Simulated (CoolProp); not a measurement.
Properties of sulfur hexafluoride along the isotherm 228.6 K.

Computed with CoolProp (reference Helmholtz-energy equation of state, Guder 2009).

```csv
p (bar),phase,density (kg/m³),cv (kJ/(kg K)),isothermal compressibility (1/MPa),expansivity (1/kK),Prandtl number
5.63,liquid,1822,0.5379,0.003092,2.781,4.33
11.3,liquid,1825,0.5380,0.003030,2.745,4.34
16.9,liquid,1828,0.5381,0.002971,2.711,4.35
22.5,liquid,1831,0.5382,0.002915,2.678,4.36
28.2,liquid,1834,0.5383,0.002861,2.646,4.37
33.8,liquid,1837,0.5384,0.002809,2.616,4.38
```

Viscosity comes from a separate model (Quiñones-Cisneros 2012). Thermal conductivity comes from a separate model (Assael 2012).
